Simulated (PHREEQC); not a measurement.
**Nickel, zinc or cadmium bath: speciation**

Dissolve 0.17 mol CdSO4, 0.015 mol H3BO3 and 0.00078 mol MnSO4 per kg of water at 20 °C. Closed to the air; pH follows from the charge balance.

The numbers come from PHREEQC with the ion-association model, wateq4f.dat.

Each row changes one thing in this solution. This is a speciation only: nothing precipitates in the calculation.

```json
[
 {"case": "as made", "pH": "5.60", "ionic strength (mol/kgw)": "0.301", "SO4-2 (mol/kgw)": "0.0448", "Mn+2 (mol/kgw)": "0.000520", "MnSO4 (mol/kgw)": "0.000260", "HSO4- (mol/kgw)": "3.56e-6", "SI of Pyrochroite (Mn(OH)2)": "-7.82"},
 {"case": "diluted 5-fold with water", "pH": "5.92", "ionic strength (mol/kgw)": "…", "SO4-2 (mol/kgw)": "0.0158", "Mn+2 (mol/kgw)": "0.000107", "MnSO4 (mol/kgw)": "4.89e-5", "HSO4- (mol/kgw)": "8.57e-7", "SI of Pyrochroite (Mn(OH)2)": "-7.68"},
 {"case": "H3BO3 left out", "pH": "5.92", "ionic strength (mol/kgw)": "0.301", "SO4-2 (mol/kgw)": "0.0448", "Mn+2 (mol/kgw)": "0.000520", "MnSO4 (mol/kgw)": "0.000260", "HSO4- (mol/kgw)": "1.71e-6", "SI of Pyrochroite (Mn(OH)2)": "-7.19"},
 {"case": "CdSO4 left out", "pH": "…", "ionic strength (mol/kgw)": "…", "SO4-2 (mol/kgw)": "0.000726", "Mn+2 (mol/kgw)": "0.000726", "MnSO4 (mol/kgw)": "5.38e-5", "HSO4- (mol/kgw)": "1.47e-7", "SI of Pyrochroite (Mn(OH)2)": "-7.32"}
]
```

Problem. Complete the blanks.

Solution. 
- diluted 5-fold with water, ionic strength (mol/kgw): 0.0729
- CdSO4 left out, pH: 5.56
- CdSO4 left out, ionic strength (mol/kgw): 0.00291
